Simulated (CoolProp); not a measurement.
Vapour-liquid equilibrium of methanol (1) + isohexane (2) at 448 K; x and y are mole fractions of (1).

Model: multi-fluid Helmholtz-energy mixture model, de Reuck 1993 and Lemmon 2006; pair parameters Bell 2016, in CoolProp.

**Question.** Give the bubble pressure and the first vapour's composition at x = 0.5, 0.8, 0.95. Is there an azeotrope?

**Answer.** x = 0.5: 2.694 MPa, y = 0.575; x = 0.8: 2.744 MPa, y = 0.768; x = 0.95: 2.554 MPa, y = 0.923. y crosses x between x = 0.65 and 0.8: the model has an azeotrope there.

Pair parameters are fitted to limited data, so mixtures are less certain than the pure fluids.
